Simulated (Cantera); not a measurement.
Cantera run:

```python
import numpy as np
import cantera as ct

gas_names = [...]  # 95 gases of nasa_gas.yaml made of C, F, H
cond_names = """
    C(gr) C6H6(L) C7H8(L) C8H18(L),n-octa
""".split()


# ... load() reads the species with a 1 bar reference pressure and builds the phases ...
atoms = {
    'c-C4F8': {'C': 4, 'F': 8},
    'H2': {'H': 2},
}
top_T = {'C(gr)': 4500}  # K; cautious upper limits of use, not melting points


# ... equilibrate(T, P, feed) seeds the gas with the atoms and calls Mixture.equilibrate('TP', solver="vcs", rtol=1e-11, max_steps=5000) ...
results = []
feed = {'c-C4F8': 1, 'H2': 2.5}  # mol
P = 49000  # Pa
for T in [1673, 1823, 1973, 2123, 2273, 2423, 2573, 2723, 2873, 3023, 3173]:
    mix = equilibrate(T, P, feed)
    results.append((T, P, feed, dict(zip(mix.species_names, mix.species_moles))))
    x = sorted(zip(gas.X, gas.species_names), reverse=True)
    print(f"T = {T:g} K  P = {P:g} Pa  gas = {mix.phase_moles(0):.4g} mol")
    print("   x: " + "  ".join(f"{s} {v:.3e}" for v, s in x if v > 0.0001))
    print("   condensed (mol): " + ("  ".join(f"{mix.phase(i).name} {mix.phase_moles(i):.4g}"
          for i in range(1, mix.n_phases) if mix.phase_moles(i) > 1e-12) or "none"))
```

Result:

```
T = 1673 K  P = 49000 Pa  gas = 5.751 mol
   x: HF 8.694e-01  CF4 1.303e-01  CF2 2.221e-04
   condensed (mol): C(gr) 3.249
T = 1823 K  P = 49000 Pa  gas = 5.754 mol
   x: HF 8.689e-01  CF4 1.296e-01  CF2 1.143e-03  CF3 2.013e-04  F 1.818e-04
   condensed (mol): C(gr) 3.247
T = 1973 K  P = 49000 Pa  gas = 5.768 mol
   x: HF 8.669e-01  CF4 1.271e-01  CF2 4.526e-03  F 8.872e-04  CF3 6.138e-04
   condensed (mol): C(gr) 3.237
T = 2123 K  P = 49000 Pa  gas = 5.809 mol
   x: HF 8.607e-01  CF4 1.199e-01  CF2 1.437e-02  F 3.426e-03  CF3 1.546e-03
   condensed (mol): C(gr) 3.211
T = 2273 K  P = 49000 Pa  gas = 5.913 mol
   x: HF 8.456e-01  CF4 1.031e-01  CF2 3.709e-02  F 1.080e-02  CF3 3.190e-03  CF 1.628e-04
   condensed (mol): C(gr) 3.151
T = 2423 K  P = 49000 Pa  gas = 6.124 mol
   x: HF 8.165e-01  CF2 7.631e-02  CF4 7.327e-02  F 2.803e-02  CF3 5.129e-03  CF 7.166e-04
   condensed (mol): C(gr) 3.048
T = 2573 K  P = 49000 Pa  gas = 6.441 mol
   x: HF 7.762e-01  CF2 1.190e-01  F 5.925e-02  CF4 3.711e-02  CF3 5.864e-03  CF 2.406e-03
   condensed (mol): C(gr) 2.941
T = 2723 K  P = 49000 Pa  gas = 6.768 mol
   x: HF 7.386e-01  CF2 1.367e-01  F 1.016e-01  CF4 1.219e-02  CF 6.204e-03  CF3 4.505e-03  H 2.027e-04
   condensed (mol): C(gr) 2.919
T = 2873 K  P = 49000 Pa  gas = 7.038 mol
   x: HF 7.098e-01  F 1.474e-01  CF2 1.236e-01  CF 1.294e-02  CF4 2.887e-03  CF3 2.548e-03  H 5.284e-04  C3 1.545e-04
   condensed (mol): C(gr) 2.996
T = 3023 K  P = 49000 Pa  gas = 7.284 mol
   x: HF 6.850e-01  F 1.910e-01  CF2 9.655e-02  CF 2.316e-02  H 1.355e-03  CF3 1.210e-03  C3 8.120e-04  CF4 5.805e-04  C 1.285e-04
   condensed (mol): C(gr) 3.093
T = 3173 K  P = 49000 Pa  gas = 7.539 mol
   x: HF 6.596e-01  F 2.268e-01  CF2 6.796e-02  CF 3.678e-02  C3 3.626e-03  H 3.368e-03  CF3 5.099e-04  C 4.899e-04  C2 3.812e-04  C5 1.089e-04  CF4 1.057e-04
   condensed (mol): C(gr) 3.106
```

Cantera equilibrium calculation (NASA polynomials, part measured and part estimated; ideal gas, pure solids and liquids). The feed counts by its element totals alone. Gases not in the tables: C2F6 and larger saturated fluorocarbons.
